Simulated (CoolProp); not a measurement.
Dodecamethylpentasiloxane (MD3M) at 586.79 K and 1.47 MPa is throttled through a valve to 0.286 MPa with no heat exchange. Each further row changes one setting.

Computed with CoolProp (reference Helmholtz-energy equation of state, Thol 2019).

```tsv
case	temperature change (K)	final phase	final density (kg/m³)
as stated	___	___	36.1
outlet pressure 0.0858 MPa	-44.2	___	7.82
outlet pressure 0.372 MPa	___	___	___
```

Question: Complete the blanks.

Answer: 
- as stated, temperature change (K): -33.1
- as stated, final phase: two-phase, vapour fraction 0.850
- outlet pressure 0.0858 MPa, final phase: gas
- outlet pressure 0.372 MPa, temperature change (K): -18.3
- outlet pressure 0.372 MPa, final phase: two-phase, vapour fraction 0.508
- outlet pressure 0.372 MPa, final density (kg/m³): 76.8
